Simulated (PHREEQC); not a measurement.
A PHREEQC input (ion-association model, wateq4f.dat):

```
SOLUTION 1
  temp 298.15
  units mg/L
  pH 5.94
  pe 8.2
  Na 1.42
  K 0.273
  Ca 2.98
  Mg 0.49
  Cl 4.77
  S(6) 0.943 as SO4
  Alkalinity 6.24 as HCO3
  Pb 0.0197
  Zn 0.021
  Si 0.082 as SiO2
  Cu(2) 0.484
  B 0.000775
  O(0) 0.0281
END
USE solution 1
EQUILIBRIUM_PHASES 1
  Chalcedony 0 0
  Quartz 0 0.5
  CO2(g) -2.5 10
END
```

The run finishes without an error or a warning.

Its last state differs from that of the intended input:

```json
[
 {"quantity": "pH", "as run": "6.16", "intended": "6.31"},
 {"quantity": "ionic strength (mol/kgw)", "as run": "0.000223", "intended": "0.000374"},
 {"quantity": "CO2 (mol/kgw)", "as run": "4.43e-5", "intended": "0.000108"},
 {"quantity": "HCO3- (mol/kgw)", "as run": "2.84e-7", "intended": "0.000101"},
 {"quantity": "Cu+2 (mol/kgw)", "as run": "1.47e-7", "intended": "6.36e-6"},
 {"quantity": "Cu(OH)2 (mol/kgw)", "as run": "6.03e-9", "intended": "5.14e-7"}
]
```

**Question.** One thing in the input isn't as intended. What explains the difference?

**Answer.** One answer among several that fit: The fault: the temperature typed in kelvin. The line should read `temp 25` where the input has `temp 298.15`.
